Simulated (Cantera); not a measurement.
# SiH₂Cl₂ + C₂H₂ + H₂ (silicon carbide growth)

Charge: 1 mol SiH₂Cl₂, 0.28 mol C₂H₂, 3 mol H₂, at 0.0410 bar.

These are equilibrium values from Cantera (NASA tables, ideal gas, pure condensed phases), not measurements of a reactor. Candidate condensed phases: C, C₆H₆, C₇H₈, C₈H₁₈, Si, SiC; 109 gas species. The tables' values for SiCl₃, SiCl are old estimates; treat these amounts as uncertain. Gases not in the tables: Si₂H₆ and higher silanes. Equilibrium is a limit: real reactors are often held back by kinetics, nucleation or transport.

| T (K) | x H₂ | x HCl | x H | x SiCl₂ | x Si | x Cl | x SiC₂ | x SiCl₄ | x SiCl₃ | x SiCl | n SiC(s) | n C(graphite) |
|---|---|---|---|---|---|---|---|---|---|---|---|---|
| 1375 | 0.743 | 0.171 | 1.46e-5 | 0.0538 | 4.72e-9 | 2.79e-6 | <1e-12 | 0.0145 | 0.0130 | 4.43e-7 | 0.560 | 0 |
| 1575 | 0.712 | 0.204 | 0.000173 | 0.0761 | 5.36e-7 | 3.95e-5 | 1.09e-12 | 0.00119 | 0.00587 | 1.04e-5 | 0.560 | 0 |
| 1775 | 0.706 | 0.210 | 0.00120 | 0.0807 | 2.17e-5 | 0.000274 | 7.65e-10 | 0.000111 | 0.00230 | 0.000110 | 0.560 | 0 |
| 1975 | 0.699 | 0.211 | 0.00565 | 0.0808 | 0.000407 | 0.00127 | 1.40e-7 | 1.58e-5 | 0.00103 | 0.000697 | 0.560 | 0 |
| 2175 | 0.679 | 0.215 | 0.0199 | 0.0741 | 0.00387 | 0.00459 | 1.10e-5 | 3.18e-6 | 0.000512 | 0.00280 | 0.558 | 0 |
| 2375 | 0.621 | 0.228 | 0.0549 | 0.0539 | 0.0170 | 0.0144 | 0.000601 | 7.63e-7 | 0.000241 | 0.00645 | 0.535 | 0 |
| 2575 | 0.502 | 0.203 | 0.121 | 0.0325 | 0.0567 | 0.0345 | 0.0181 | 1.52e-7 | 9.21e-5 | 0.0113 | 0.0999 | 0.0685 |
x: gas mole fraction; n: condensed amount in mol.

From 1375 K to 2375 K the condensed part is SiC(s). At 2575 K the condensed part is C(graphite) + SiC(s). The main Si-bearing gas is SiCl₂ at 1375 K and Si at 2575 K.
